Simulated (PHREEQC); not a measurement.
A solution holds 0.0014 mol NiSO4 and 0.035 mol MnSO4 per kg of water, at 45 °C. Closed to the air; pH follows from the charge balance.

Computed with PHREEQC (ion-association model, wateq4f.dat).

The ionic strength comes out as 0.0809 mol/kgw. What activity coefficients do Mn+2, HSO4-, MnOH+, Ni+2, SO4-2 get?

Mn+2 0.41, HSO4- 0.78, MnOH+ 0.79, Ni+2 0.38, SO4-2 0.39.

No solid was allowed to form. Constants without temperature data keep their 25 °C values here.
